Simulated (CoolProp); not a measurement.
Vapour-liquid equilibrium of R114 (1) + R113 (2) at 350.2 K; x and y are mole fractions of (1).

Model: multi-fluid Helmholtz-energy mixture model, Platzer 1990 and Marx 1992; pair parameters Bell 2016, in CoolProp. This equation is an older, rougher fit; its heat capacities, sound speeds and derivatives of the liquid may be far off and weren't checked against measurements.

```csv
x,bubble pressure (bar),y at the bubble point,dew pressure at overall composition x (bar),liquid density (mol/L)
0.05,2.736,0.141,2.543,7.646
0.125,3.175,0.308,2.699,7.647
0.2,…,0.437,2.876,7.645
0.275,4.074,0.539,3.077,7.642
0.35,4.531,0.622,3.308,7.637
0.425,4.992,0.691,3.576,7.629
0.5,5.457,0.749,3.890,7.618
0.575,5.925,0.799,4.262,7.605
0.65,6.397,0.843,4.710,7.588
0.725,6.875,0.882,5.257,7.567
0.8,7.360,0.918,5.934,7.542
0.875,7.855,0.950,…,7.513
0.95,…,0.981,7.853,…
```

Q: Some entries are withheld; supply them.

A: 
- 0.2, bubble pressure (bar): 3.621
- 0.875, dew pressure at overall composition x (bar): 6.784
- 0.95, bubble pressure (bar): 8.362
- 0.95, liquid density (mol/L): 7.478

No azeotrope shows between x = 0.05 and 0.95.

Pair parameters are fitted to limited data, so mixtures are less certain than the pure fluids.
